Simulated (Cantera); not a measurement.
Input: 1 mol CH3Cl, 7.6 mol H2, held at 0.300 bar.

Cantera equilibrium calculation (NASA polynomials, part measured and part estimated; ideal gas, pure solids and liquids). Candidate condensed phases: C, C6H6, C7H8, C8H18; 103 gas species. Ions and electrons are included (thermal ionisation). Equilibrium is a limit: real reactors are often held back by kinetics, nucleation or transport. All values below are at 2977 °C.

Base state: H2 0.476, H 0.405, HCl 0.0514, Cl 0.0293, C2H2 (acetylene) 0.0265, C2H 0.00536, C3 0.00374, C 0.00103 (mole fractions); condensed: gas only.

What changes in the equilibrium state with this change: pressure from 0.300 bar to 0.133 bar?


```csv
species,before,after
H,0.405,0.530
H2,0.476,0.363
HCl,0.0514,0.0370
C2H2 (acetylene),0.0265,0.0172
Cl,0.0293,0.0363
CH3,3.56e-5,1.46e-5
C6H2,1.52e-5,7.23e-6
C,0.00103,0.00213
C2,0.000590,0.00113
C4H2,0.000614,0.000342
```
